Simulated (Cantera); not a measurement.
Cantera run:

```python
import numpy as np
import cantera as ct

gas_names = """
    CL CL2 H HCL H2 Si SiCL SiCL2 SiCL3 SiCL4 SiH SiHCL3 SiH2 SiH2CL2 SiH3 SiH3CL SiH4 Si2 Si3
""".split()
cond_names = """
    Si(cr) Si(L)
""".split()


def load(file, names, dense=False):
    # The tables refer to 1 bar. Condensed volumes are neglected.
    table = {s.name: s for s in ct.Species.list_from_file(file)}
    out = []
    for n in names:
        d = dict(table[n].input_data)
        d["thermo"] = dict(d["thermo"], **{"reference-pressure": 1e5})
        if dense:
            d["equation-of-state"] = {"model": "constant-volume", "density": "1e6 g/cm^3"}
        out.append(ct.Species.from_dict(d))
    return out


gas = ct.Solution(thermo="ideal-gas", species=load("nasa_gas.yaml", gas_names))
cond = {s.name: ct.Solution(thermo="fixed-stoichiometry", species=[s], name=s.name)
        for s in load("nasa_condensed.yaml", cond_names, dense=True)}
atoms = {
    'Si': {'Si': 1},
    'HCl': {'H': 1, 'CL': 1},
    'H2': {'H': 2},
}
top_T = {}  # K; cautious upper limits of use, not melting points


def equilibrate(T, P, feed):
    n = {}
    for name, mol in feed.items():
        for a, k in atoms[name].items():
            n[a] = n.get(a, 0.0) + k * mol
    gas.TPX = T, P, n
    mass = sum(n.values()) * gas.mean_molecular_weight
    gas.equilibrate("TP")
    valid = [c for c in cond.values() if c.min_temp <= T <= top_T.get(c.name, c.max_temp)]
    mix = ct.Mixture([(gas, mass / gas.mean_molecular_weight)] + [(c, 0.0) for c in valid])
    mix.T, mix.P = T, P
    mix.equilibrate("TP", solver="vcs", rtol=1e-11, max_steps=5000)
    return mix


results = []
feed = {'Si': 1, 'HCl': 1, 'H2': 6}  # mol
P = 47000  # Pa
for T in [598, 748, 898, 1048, 1198, 1348, 1498]:
    mix = equilibrate(T, P, feed)
    results.append((T, P, feed, dict(zip(mix.species_names, mix.species_moles))))

top = {s: max(r[3][s] / sum(r[3][g] for g in gas_names) for r in results) for s in gas_names}
cols = sorted((s for s in top if top[s] > 0.001), key=lambda s: -top[s])[:6]
seen = [c for c in cond_names if any(r[3].get(c, 0) > 1e-12 for r in results)]
print("log10 of partial pressures in bar; condensed amounts in mol")
print(f"{'T/K':>10s}" + "".join(f"{s[:9]:>10s}" for s in cols + seen))
for T, P, feed, n in results:
    ng = sum(n[g] for g in gas_names)
    print(f"{T:10.4g}" + "".join(f"{np.log10(max(n[s] / ng * P / 1e5, 1e-99)):10.3f}" for s in cols)
          + "".join(f"{n.get(c, 0):10.4g}" for c in seen))
```

Result:

```
log10 of partial pressures in bar; condensed amounts in mol
       T/K        H2       HCL     SiCL4     SiCL2    SiHCL3     SiCL3    Si(cr)
       598    -0.347    -4.841    -1.969    -9.694    -2.057    -7.413    0.7161
       748    -0.347    -3.580    -1.959    -6.879    -2.083    -5.557    0.7181
       898    -0.348    -2.751    -1.961    -5.023    -2.113    -4.334    0.7248
      1048    -0.351    -2.174    -1.999    -3.727    -2.166    -3.495    0.7432
      1198    -0.359    -1.774    -2.133    -2.817    -2.288    -2.949    0.7736
      1348    -0.370    -1.531    -2.491    -2.243    -2.576    -2.718     0.797
      1498    -0.377    -1.434    -3.166    -1.984    -3.098    -2.827       0.8
```

Cantera equilibrium calculation (NASA polynomials, part measured and part estimated; ideal gas, pure solids and liquids). The tables' values for SiCl3 are old estimates; treat these amounts as uncertain.
